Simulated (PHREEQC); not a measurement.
A solution holds 0.0089 mol/kgw BaCl2, 0.00075 mol/kgw NaHCO3 and 0.79 mol/kgw NaCl, at 20 °C. Closed to the air; pH follows from the charge balance.

Model: ion-association model, phreeqc.dat, run in PHREEQC.

| quantity | before | after |
|---|---|---|
| pH | 7.73 | 7.03 |
| BaOH+ (mol/kgw) | 4.64e-9 | 7.65e-10 |
| SI of Halite (NaCl) | -2.11 | -2.21 |

**Question.** What was changed between the two runs?
A. NaHCO3 from 0.00075 to 0.000675 mol/kgw
B. temperature from 20 to 90 °C
C. NaHCO3 replaced by Ca(HCO3)2 at the same molality
D. temperature from 20 to 30 °C
E. diluted 5-fold with water

**Answer.** B, temperature from 20 to 90 °C

No solid was allowed to form. The ionic strength passes 0.7 mol/kgw, the rough limit of the ion-association models, in every such run. At this temperature some constants are extrapolated from 25 °C, and those without enthalpy data are left unchanged.
